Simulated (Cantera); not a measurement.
A closed system holds: 1 mol Si₃N₄, 0.59 mol N₂O, 65 mol N₂, at 1.50 mbar.

Equilibrium computed with Cantera from the NASA thermochemical tables; the gas is ideal and each condensed phase is pure. Candidate condensed phases: Si, SiO₂, Si₂N₂O, Si₃N₄; 16 gas species. Mutual solubility and eutectic melting of coexisting phases are not modelled. Kinetics and transport are ignored.

Over these rows the condensed part is Si₂N₂O(s) + Si₃N₄(s). Partial pressures as log10 of bar:

```
T (K)  1000/T (1/K)  log p Si  log p N₂
-----  ------------  --------  --------
1350         0.7407    -11.65     -2.82
1400         0.7143    -10.70     -2.82
1450         0.6897         ?     -2.82
1500         0.6667     -8.98     -2.82
1550         0.6452     -8.20     -2.82
1600         0.6250     -7.48     -2.83
```

### Question
Fit log p(Si) = a + b·(1000/T) to the five rows, give the apparent enthalpy, and predict the row at 1450 K.

### Answer
Means: 1000/T = 0.6784, log p = -9.402. Sxy = -0.334127, Sxx = 0.0092608, so b = -36.08 and a = -9.402 − (-36.08)×0.6784 = 15.07.
Apparent enthalpy: −19.145 × (-36.08) = 691 kJ/mol. With the condensed phases at unit activity, 1/3 Si₃N₄(s) = Si(g) + 2/3 N₂(g) links this pressure to the main gases: over the six rows their terms move log p by +0.01 in all, so the slope is close to that reaction's ΔH°. The five rows lie within 0.01 of the line.
Prediction at 1450 K: 15.07 + (-36.08)×0.6897 = -9.81. The computed value is -9.81, 0.00 from the line.
